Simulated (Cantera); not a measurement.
**Ignition delay**

Mixture: 5.08 % CH4, 4.22 % CO, 21.1 % O2, 69.6 % N2, equivalence ratio 0.58, at 0.987 atm, adiabatic and at constant volume. Ignition delay is the time to a rise of 400 K.

Cantera simulation using GRI-Mech 3.0 (53 species, 325 reactions); the numbers are that mechanism's predictions, not measurements.

| T0 (K) | delay (ms) |
|---|---|
| 1323 | 5.51 |
| 1373 | 2.97 |
| 1423 | 1.69 |
| 1473 | 1.02 |
| 1523 | 0.644 |
| 1573 | 0.426 |
| 1623 | 0.292 |
| 1673 | 0.206 |
| 1723 | 0.149 |

```yaml
apparent activation energy between 1623 and 1723 K: 160 kJ/mol
```
